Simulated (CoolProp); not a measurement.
Vapour-liquid equilibrium of R22 (1) + R152A (2) at 9.05 °C; x and y are mole fractions of (1).

Values from CoolProp's multi-fluid Helmholtz-energy mixture model, Kamei 1995 and Outcalt 1996; pair parameters Bell 2016.

```json
[
 {"x": "0.05", "bubble pressure, mixture model (MPa)": "0.3722", "bubble pressure, Raoult's law (MPa)": "0.3762", "y, mixture model": "0.075", "y, Raoult's law": "0.088"},
 {"x": "0.2", "bubble pressure, mixture model (MPa)": "0.4070", "bubble pressure, Raoult's law (MPa)": "0.4213", "y, mixture model": "0.282", "y, Raoult's law": "0.314"},
 {"x": "0.35", "bubble pressure, mixture model (MPa)": "0.4452", "bubble pressure, Raoult's law (MPa)": "0.4663", "y, mixture model": "0.465", "y, Raoult's law": "0.497"},
 {"x": "0.5", "bubble pressure, mixture model (MPa)": "0.4879", "bubble pressure, Raoult's law (MPa)": "0.5114", "y, mixture model": "0.626", "y, Raoult's law": "0.647"},
 {"x": "0.65", "bubble pressure, mixture model (MPa)": "0.5352", "bubble pressure, Raoult's law (MPa)": "0.5565", "y, mixture model": "0.764", "y, Raoult's law": "0.773"},
 {"x": "0.8", "bubble pressure, mixture model (MPa)": "0.5871", "bubble pressure, Raoult's law (MPa)": "0.6016", "y, mixture model": "0.880", "y, Raoult's law": "0.880"},
 {"x": "0.95", "bubble pressure, mixture model (MPa)": "0.6426", "bubble pressure, Raoult's law (MPa)": "0.6467", "y, mixture model": "0.973", "y, Raoult's law": "0.972"}
]
```

The largest gap from Raoult's law is -4.6 % in bubble pressure, at x = 0.5. No azeotrope shows between x = 0.05 and 0.95.

Pair parameters are fitted to limited data, so mixtures are less certain than the pure fluids.
